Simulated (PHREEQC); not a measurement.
Consider water at 25 °C with 0.012 mol HF and 0.00028 mol NaF per kg of water. Closed to the air; pH follows from the charge balance.

Model: ion-association model, phreeqc.dat, run in PHREEQC.

Each row changes one thing in this solution. No solid was allowed to form.

| case | pH | ionic strength (mol/kgw) | HF (mol/kgw) | F- (mol/kgw) | HF2- (mol/kgw) | NaF (mol/kgw) |
|---|---|---|---|---|---|---|
| as made | 2.62 | 0.00283 | 0.00935 | 0.00274 | 9.81e-5 | 3.91e-7 |
| diluted 2-fold with water | 2.79 | 0.00185 | 0.00426 | 0.00182 | 2.98e-5 | 1.33e-7 |
| temperature from 25 to 70 °C | 2.80 | 0.00196 | 0.0102 | 0.00188 | 8.41e-5 | 2.71e-7 |
| diluted 5-fold with water | 3.02 | 0.00104 | 0.00141 | 0.00103 | 5.59e-6 | 3.09e-8 |
| NaF from 0.00028 to 0.00042 mol/kgw | 2.63 | 0.00292 | 0.00940 | 0.00282 | 0.000102 | 6.03e-7 |
| NaF from 0.00028 to 2.8e-05 mol/kgw | 2.60 | 0.00268 | 0.00925 | 0.00259 | 9.21e-5 | 3.72e-8 |
| HF from 0.012 to 0.0132 mol/kgw | 2.59 | 0.00299 | 0.0104 | 0.00287 | 0.000114 | 4.10e-7 |

Away from 25 °C the constants follow the database's enthalpies or fits; those with neither stay at their 25 °C values.
